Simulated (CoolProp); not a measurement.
Propylene along the isotherm 277.65 °C: density (kg/m³) from the reference equation and from simpler models built on Tc = 91.1 °C, pc = 4.555 MPa, ω = 0.146; each cubic takes its own stable root.

Model: reference Helmholtz-energy equation of state, Lemmon 2013, in CoolProp.

```json
[
 {"p (MPa)": "0.455", "phase": "gas", "reference": "4.216", "van der Waals": "4.224", "Redlich-Kwong": "4.221", "Soave-Redlich-Kwong": "4.212", "Peng-Robinson": "4.222"},
 {"p (MPa)": "0.911", "phase": "gas", "reference": "8.513", "van der Waals": "8.546", "Redlich-Kwong": "8.531", "Soave-Redlich-Kwong": "8.494", "Peng-Robinson": "8.534"},
 {"p (MPa)": "1.37", "phase": "gas", "reference": "12.91", "van der Waals": "12.99", "Redlich-Kwong": "12.95", "Soave-Redlich-Kwong": "12.87", "Peng-Robinson": "12.96"},
 {"p (MPa)": "1.82", "phase": "gas", "reference": "17.29", "van der Waals": "17.44", "Redlich-Kwong": "17.37", "Soave-Redlich-Kwong": "17.22", "Peng-Robinson": "17.38"},
 {"p (MPa)": "2.28", "phase": "gas", "reference": "21.85", "van der Waals": "22.09", "Redlich-Kwong": "21.97", "Soave-Redlich-Kwong": "21.72", "Peng-Robinson": "21.97"},
 {"p (MPa)": "2.73", "phase": "gas", "reference": "26.37", "van der Waals": "26.75", "Redlich-Kwong": "26.55", "Soave-Redlich-Kwong": "26.19", "Peng-Robinson": "26.55"},
 {"p (MPa)": "3.19", "phase": "gas", "reference": "31.07", "van der Waals": "31.61", "Redlich-Kwong": "31.32", "Soave-Redlich-Kwong": "30.81", "Peng-Robinson": "31.30"},
 {"p (MPa)": "3.64", "phase": "gas", "reference": "35.74", "van der Waals": "36.48", "Redlich-Kwong": "36.08", "Soave-Redlich-Kwong": "35.39", "Peng-Robinson": "36.03"},
 {"p (MPa)": "4.1", "phase": "gas", "reference": "40.58", "van der Waals": "41.57", "Redlich-Kwong": "41.02", "Soave-Redlich-Kwong": "40.12", "Peng-Robinson": "40.94"},
 {"p (MPa)": "4.55", "phase": "gas", "reference": "45.39", "van der Waals": "46.67", "Redlich-Kwong": "45.93", "Soave-Redlich-Kwong": "44.81", "Peng-Robinson": "45.81"},
 {"p (MPa)": "5.01", "phase": "supercritical", "reference": "50.37", "van der Waals": "52.00", "Redlich-Kwong": "51.04", "Soave-Redlich-Kwong": "49.65", "Peng-Robinson": "50.86"},
 {"p (MPa)": "5.47", "phase": "supercritical", "reference": "55.42", "van der Waals": "57.46", "Redlich-Kwong": "56.23", "Soave-Redlich-Kwong": "54.54", "Peng-Robinson": "55.98"},
 {"p (MPa)": "5.92", "phase": "supercritical", "reference": "60.42", "van der Waals": "62.92", "Redlich-Kwong": "61.39", "Soave-Redlich-Kwong": "59.36", "Peng-Robinson": "61.04"},
 {"p (MPa)": "6.38", "phase": "supercritical", "reference": "65.61", "van der Waals": "68.62", "Redlich-Kwong": "66.73", "Soave-Redlich-Kwong": "64.33", "Peng-Robinson": "66.27"},
 {"p (MPa)": "6.83", "phase": "supercritical", "reference": "70.73", "van der Waals": "74.32", "Redlich-Kwong": "72.03", "Soave-Redlich-Kwong": "69.23", "Peng-Robinson": "71.45"}
]
```
